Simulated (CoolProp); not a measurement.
The fluid at 363.85 K and 0.755 MPa flows at 1.5 m/s in a round tube of 10 mm bore and 15 µm roughness, fully developed (64/Re and Nu = 3.66 if laminar; Colebrook and Gnielinski if turbulent). The same conditions are run with several fluids, on thermodynamics alone (safety and materials aside).

Model: reference Helmholtz-energy equation of state of each fluid (R152A: Outcalt 1996; R124: de Vries 1995; propylene: Lemmon 2013; isobutane: Bücker 2006; R236EA: Rui 2013), in CoolProp.

Task: Rank R152A, R124, propylene, isobutane, R236EA by Reynolds number, highest first.

Result: R236EA (49200), R124 (35900), isobutane (26600), R152A (19700), propylene (15800)

```
fluid      Darcy friction factor  pressure drop (Pa/m)  heat-transfer coefficient (W/(m² K))  mass flow (kg/h)
---------  ---------------------  --------------------  ------------------------------------  ----------------
R152A                     0.0290                  58.5                                   130              7.61
R124                      0.0264                   113                                   186              16.1
propylene                 0.0302                  37.9                                   125              4.74
isobutane                 0.0276                  50.6                                   193              6.93
R236EA                    0.0254                   125                                   250              18.6
```

Transport values come from each fluid's own correlations; those of R152A, R124, propylene, R236EA are estimates that may be off by 10 % or more.
